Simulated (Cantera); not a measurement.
Input: 1 mol SiCl4, 13 mol H2, equilibrated at 23.3 Torr.

Equilibrium computed with Cantera from the NASA thermochemical tables; the gas is ideal and each condensed phase is pure. Candidate condensed phases: Si; 19 gas species. Gases not in the tables: Si2H6 and higher silanes. Kinetics and transport are ignored.

Task: Which condensed phases are stable at each of these points (T (K)): 1573, 1623, 1673, 1723, 1773, 1823, 1873, 1923, 1973, 2023, 2073, 2123, 2173?

Result: 
```json
[
 {"T (K)": "1573", "condensed phases": "gas only", "Si condensed (%)": "0.0"},
 {"T (K)": "1623", "condensed phases": "gas only", "Si condensed (%)": "0.0"},
 {"T (K)": "1673", "condensed phases": "gas only", "Si condensed (%)": "0.0"},
 {"T (K)": "1723", "condensed phases": "gas only", "Si condensed (%)": "0.0"},
 {"T (K)": "1773", "condensed phases": "gas only", "Si condensed (%)": "0.0"},
 {"T (K)": "1823", "condensed phases": "gas only", "Si condensed (%)": "0.0"},
 {"T (K)": "1873", "condensed phases": "Si(l)", "Si condensed (%)": "1.4"},
 {"T (K)": "1923", "condensed phases": "Si(l)", "Si condensed (%)": "2.8"},
 {"T (K)": "1973", "condensed phases": "Si(l)", "Si condensed (%)": "3.8"},
 {"T (K)": "2023", "condensed phases": "Si(l)", "Si condensed (%)": "4.0"},
 {"T (K)": "2073", "condensed phases": "Si(l)", "Si condensed (%)": "3.0"},
 {"T (K)": "2123", "condensed phases": "Si(l)", "Si condensed (%)": "0.3"},
 {"T (K)": "2173", "condensed phases": "gas only", "Si condensed (%)": "0.0"}
]
```

From 1573 K to 1823 K nothing is condensed. From 1873 K to 2123 K the condensed part is Si(l). At 2173 K nothing is condensed.
